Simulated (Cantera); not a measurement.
What does this Cantera script print?

```python
import numpy as np
import cantera as ct

gas_names = [...]  # 109 gases of nasa_gas.yaml made of C, Cl, H, Si
cond_names = """
    C(gr) C6H6(L) C7H8(L) C8H18(L),n-octa Si(cr) Si(L) SiC(b)
""".split()


# ... load() reads the species with a 1 bar reference pressure and builds the phases ...
atoms = {
    '(CH3)2SiCl2': {'C': 2, 'H': 6, 'Si': 1, 'CL': 2},
    'CH4': {'C': 1, 'H': 4},
    'H2': {'H': 2},
}
top_T = {'C(gr)': 4500, 'SiC(b)': 3050}  # K; cautious upper limits of use, not melting points


# ... equilibrate(T, P, feed) seeds the gas with the atoms and calls Mixture.equilibrate('TP', solver="vcs", rtol=1e-11, max_steps=5000) ...
results = []
feed = {'(CH3)2SiCl2': 1, 'CH4': 0.021, 'H2': 1800}  # mol
T = 1300  # K
P = 100000  # Pa
mix = equilibrate(T, P, feed)
results.append((T, P, feed, dict(zip(mix.species_names, mix.species_moles))))
print(gas.report(threshold=0.001))
for i in range(1, mix.n_phases):
    print(f"{mix.phase(i).name:16s} {mix.phase_moles(i):12.5e} mol")
```

Output:

```
       temperature   1300 K
          pressure   1e+05 Pa
           density   0.019079 kg/m^3
  mean mol. weight   2.0622 kg/kmol
   phase of matter   gas

                          1 kg             1 kmol
                     ---------------   ---------------
          enthalpy         1.446e+07        2.9819e+07  J
   internal energy        9.2185e+06         1.901e+07  J
           entropy             84646        1.7455e+05  J/K
    Gibbs function       -9.5579e+07        -1.971e+08  J
 heat capacity c_p             15304             31560  J/K
 heat capacity c_v             11272             23245  J/K

                      mass frac. Y      mole frac. X     chem. pot. / RT
                     ---------------   ---------------   ---------------
               HCL          0.019604         0.0011089           -40.329
                H2           0.97598           0.99832           -18.198
     [ +107 minor]         0.0044183        0.00056787

C(gr)             0.00000e+00 mol
Si(cr)            0.00000e+00 mol
SiC(b)            9.99547e-01 mol
```

Equilibrium computed with Cantera from the NASA thermochemical tables; the gas is ideal and each condensed phase is pure. The feed counts by its element totals alone.
